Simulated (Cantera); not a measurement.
Input (Python, Cantera):

```python
import numpy as np
import cantera as ct

surf = ct.Interface("ptcombust.yaml", "Pt_surf")
gas = surf.adjacent["gas"]
gas.TPX = 798, 100000, {'CH4': 0.0031, 'O2': 0.012, 'N2': 0.79, 'H2O': 0.051}
surf.TP = 798, 100000
reactor = ct.FlowReactor(gas, clone=False)
reactor.area = 0.0001  # m2
reactor.surface_area_to_volume_ratio = 580  # 1/m
reactor.mass_flow_rate = 0.91 * reactor.area * gas.density  # inlet velocity 0.91 m/s
reactor.energy_enabled = False
wall = ct.ReactorSurface(surf, reactor, clone=False)
net = ct.ReactorNet([reactor])
net.rtol, net.atol = 1e-8, 1e-16
show, cover = ['CH4', 'O2', 'H2O', 'CO2', 'CO'], ['PT(S)', 'H(S)', 'O(S)', 'OH(S)', 'CO(S)', 'C(S)']

rows = []
print(f"{'z/m':>9s}{'u/(m/s)':>9s}" + "".join(f"{s:>13s}" for s in show + cover))
for z in [0.0003, 0.0005, 0.00083, 0.0014, 0.0023, 0.0039, 0.0064, 0.011, 0.018, 0.03]:
    net.advance(z)
    rows.append([reactor.speed, *gas[show].X, *surf[cover].coverages])
    print(f"{z:9.4g}{rows[-1][0]:9.3g}" + "".join(f"{x:13.4e}" for x in rows[-1][1:]))
```

It prints:

```
      z/m  u/(m/s)          CH4           O2          H2O          CO2           CO        PT(S)         H(S)         O(S)        OH(S)        CO(S)         C(S)
   0.0003     0.91   3.6163e-03   1.4008e-02   5.9582e-02   4.5838e-06   1.8994e-07   7.6131e-02   4.3007e-08   9.1688e-01   6.9600e-03   1.0922e-05   1.9531e-08
   0.0005     0.91   3.6131e-03   1.4001e-02   5.9588e-02   7.6706e-06   2.8391e-07   7.6145e-02   4.3022e-08   9.1686e-01   6.9610e-03   1.0996e-05   1.9523e-08
  0.00083     0.91   3.6079e-03   1.3991e-02   5.9599e-02   1.2802e-05   3.9764e-07   7.6167e-02   4.3045e-08   9.1684e-01   6.9626e-03   1.1084e-05   1.9508e-08
   0.0014     0.91   3.5988e-03   1.3973e-02   5.9617e-02   2.1735e-05   5.1411e-07   7.6203e-02   4.3083e-08   9.1680e-01   6.9651e-03   1.1167e-05   1.9481e-08
   0.0023     0.91   3.5845e-03   1.3944e-02   5.9646e-02   3.5919e-05   5.9227e-07   7.6256e-02   4.3139e-08   9.1674e-01   6.9690e-03   1.1208e-05   1.9436e-08
   0.0039     0.91   3.5592e-03   1.3894e-02   5.9696e-02   6.1156e-05   6.2417e-07   7.6346e-02   4.3236e-08   9.1665e-01   6.9757e-03   1.1190e-05   1.9353e-08
   0.0064     0.91   3.5199e-03   1.3815e-02   5.9775e-02   1.0042e-04   6.2372e-07   7.6485e-02   4.3386e-08   9.1650e-01   6.9860e-03   1.1120e-05   1.9223e-08
    0.011     0.91   3.4483e-03   1.3672e-02   5.9918e-02   1.7196e-04   6.1216e-07   7.6740e-02   4.3661e-08   9.1622e-01   7.0050e-03   1.0981e-05   1.8983e-08
    0.018     0.91   3.3412e-03   1.3458e-02   6.0132e-02   2.7906e-04   5.9431e-07   7.7128e-02   4.4080e-08   9.1581e-01   7.0336e-03   1.0769e-05   1.8616e-08
     0.03     0.91   3.1624e-03   1.3101e-02   6.0489e-02   4.5766e-04   5.6441e-07   7.7791e-02   4.4798e-08   9.1510e-01   7.0819e-03   1.0404e-05   1.7984e-08
```

Cantera simulation using Deutschmann's 1995 Pt surface mechanism with GRI-Mech 3.0 gas chemistry; the numbers are that mechanism's predictions, not measurements. Catalytic surfaces can have several steady states; this one follows from the mechanism file's or the stated starting coverage. Mass transfer to the wall is taken as infinitely fast.
